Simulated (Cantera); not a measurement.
Input: 1 mol PbO, 0.014 mol H2O, 0.18 mol N2, held at 1027 °C and 25000 Pa.

Equilibrium computed with Cantera from the NASA thermochemical tables; the gas is ideal and each condensed phase is pure. Candidate condensed phases: H2O, Pb, PbO, PbO2, Pb3O4; 27 gas species. Gases not in the tables: (PbO)n polymers. Rates play no part.

Base state: N2 0.926, H2O 0.0720, PbO 0.00181, Pb 0.000308, O2 0.000149, NO 1.14e-5 (mole fractions); condensed: PbO(l).

### Question
What changes in the equilibrium state with this change: temperature from 1027 °C to 1325 °C?

### Answer
```
species        before     after
-----------  --------  --------
N2              0.926     0.794
PbO           0.00181     0.113
H2O            0.0720    0.0617
Pb           0.000308    0.0208
O2           0.000149    0.0102
OH            2.05e-6   9.09e-5
NO            1.14e-5  0.000424
PbO(l), mol     1.000     0.970
```
